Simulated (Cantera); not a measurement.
Input: 1 mol TiO₂, a varied amount of H₂, equilibrated at 2000 K and 75.0 Torr.

Equilibrium computed with Cantera from the NASA thermochemical tables; the gas is ideal and each condensed phase is pure. Candidate condensed phases: H₂O, Ti, TiO, TiO₂, Ti₂O₃, Ti₃O₅, Ti₄O₇; 12 gas species. Mutual solubility and eutectic melting of coexisting phases are not modelled. Condensed phases not in the tables: Magnéli phases beyond Ti₄O₇. The numbers say what is thermodynamically allowed, not how fast it happens.

x: gas mole fraction; n: condensed amount in mol.

```json
[
 {"n(H₂) (mol)": "1.7", "x H₂": "0.849", "x H₂O": "0.147", "x H": "0.00474", "x OH": "8.17e-5", "x TiO": "1.38e-7", "x TiO₂": "1.77e-6", "x O": "3.34e-7", "n Ti₄O₇(l)": "0.250", "n Ti₃O₅(s)": "0", "n Ti₂O₃(s)": "0"},
 {"n(H₂) (mol)": "4.1", "x H₂": "0.934", "x H₂O": "0.0608", "x H": "0.00497", "x OH": "3.23e-5", "x TiO": "2.88e-7", "x TiO₂": "1.39e-6", "x O": "1.26e-7", "n Ti₄O₇(l)": "0.250", "n Ti₃O₅(s)": "0", "n Ti₂O₃(s)": "0"},
 {"n(H₂) (mol)": "9.7", "x H₂": "0.961", "x H₂O": "…", "x H": "0.00504", "x OH": "…", "x TiO": "…", "x TiO₂": "…", "x O": "…", "n Ti₄O₇(l)": "0", "n Ti₃O₅(s)": "0.333", "n Ti₂O₃(s)": "0"},
 {"n(H₂) (mol)": "23", "x H₂": "0.980", "x H₂O": "0.0144", "x H": "0.00509", "x OH": "7.49e-6", "x TiO": "7.95e-7", "x TiO₂": "8.67e-7", "x O": "2.84e-8", "n Ti₄O₇(l)": "0", "n Ti₃O₅(s)": "0.333", "n Ti₂O₃(s)": "0"},
 {"n(H₂) (mol)": "56", "x H₂": "0.989", "x H₂O": "…", "x H": "0.00511", "x OH": "…", "x TiO": "…", "x TiO₂": "…", "x O": "…", "n Ti₄O₇(l)": "0", "n Ti₃O₅(s)": "0.333", "n Ti₂O₃(s)": "0"},
 {"n(H₂) (mol)": "130", "x H₂": "0.992", "x H₂O": "0.00337", "x H": "0.00512", "x OH": "1.74e-6", "x TiO": "2.11e-6", "x TiO₂": "5.31e-7", "x O": "6.55e-9", "n Ti₄O₇(l)": "0", "n Ti₃O₅(s)": "0.123", "n Ti₂O₃(s)": "0.316"},
 {"n(H₂) (mol)": "320", "x H₂": "0.993", "x H₂O": "0.00156", "x H": "0.00513", "x OH": "8.03e-7", "x TiO": "3.11e-6", "x TiO₂": "3.61e-7", "x O": "3.03e-9", "n Ti₄O₇(l)": "0", "n Ti₃O₅(s)": "0", "n Ti₂O₃(s)": "0.499"}
]
```

Complete the blanks.


- 56, x H₂O: 0.00593
- 56, x OH: 3.06e-6
- 56, x TiO: 1.45e-6
- 56, x TiO₂: 6.42e-7
- 56, x O: 1.16e-8
- 9.7, x H₂O: 0.0343
- 9.7, x OH: 1.80e-5
- 9.7, x TiO: 4.41e-7
- 9.7, x TiO₂: 1.16e-6
- 9.7, x O: 6.88e-8
